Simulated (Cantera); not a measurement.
A closed system holds: 1 mol Al, 2.7 mol HCl, 45 mol H2, held at 1448 K.

Cantera equilibrium calculation (NASA polynomials, part measured and part estimated; ideal gas, pure solids and liquids). Candidate condensed phases: Al, AlCl3; 12 gas species. The tables' values for AlCl2 are old estimates; treat these amounts as uncertain. Kinetics and transport are ignored.

x: gas mole fraction; nothing condenses.

```tsv
P (Pa)	x H2	x HCl	x AlCl	x AlCl3
10	0.944	0.0343	0.0199	0.000181
37	0.946	0.0330	0.0191	0.000592
140	0.949	…	…	…
520	0.954	0.0255	0.0147	0.00378
1900	0.959	0.0197	0.0116	0.00650
7200	0.965	…	…	…
27000	0.970	0.00946	0.00647	0.0117
100000	0.973	0.00609	0.00488	0.0135
```

Q: Complete the blanks.

A: 
- 7200, x HCl: 0.0141
- 7200, x AlCl: 0.00871
- 7200, x AlCl3: 0.00934
- 140, x HCl: 0.0302
- 140, x AlCl: 0.0173
- 140, x AlCl3: 0.00170
